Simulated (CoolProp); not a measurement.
Computed with CoolProp (reference Helmholtz-energy equation of state, Lemmon 2000). It is a pseudo-pure fit of the blend.

**Question.** For dry air, give the phase and the cp (kJ/(kg K)), speed of sound (m/s) at -123.75 °C and 0.834 bar; -123.75 °C and 8.34 bar.

**Answer.** 
- -123.75 °C and 0.834 bar: gas; cp 1.01, speed of sound 245
- -123.75 °C and 8.34 bar: gas; cp 1.10, speed of sound 239
